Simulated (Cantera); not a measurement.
Input: 1 mol SiH4, 0.029 mol Cl2, 16 mol H2, at 800 °C and 1.40 mbar.

These are equilibrium values from Cantera (NASA tables, ideal gas, pure condensed phases), not measurements of a reactor. Candidate condensed phases: Si; 19 gas species. Equilibrium is a limit: real reactors are often held back by kinetics, nucleation or transport.

Base state: H2 0.997, HCl 0.00318, SiCl2 1.97e-5 (mole fractions); condensed: Si(s).

Q: What changes in the equilibrium state with this change: Cl2 from 0.029 to 0.0079 mol?

A: 
```json
[
 {"species": "H2", "before": "0.997", "after": "0.999"},
 {"species": "HCl", "before": "0.00318", "after": "0.000874"},
 {"species": "SiCl2", "before": "1.97e-5", "after": "1.49e-6"},
 {"species": "Si(s), mol", "before": "1.000", "after": "1.000"}
]
```
